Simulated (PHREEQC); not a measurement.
## Metal-bearing waste water: speciation

Dissolve 21 mmol/kgw ZnSO4, 1.1 mmol/kgw CuCl2, 8.6 mmol/kgw H2SO4 and 1.6 mmol/kgw Na2SO4 at 25 °C. Closed to the air; pH follows from the charge balance.

Model: ion-association model, phreeqc.dat, run in PHREEQC.

No solid was allowed to form.

Estimate the pH, ionic strength.

pH 2.05; ionic strength 0.0690 mol/kgw.

In which forms is Na present?

Na+ 97 %, NaSO4- 3.0 % of the Na.
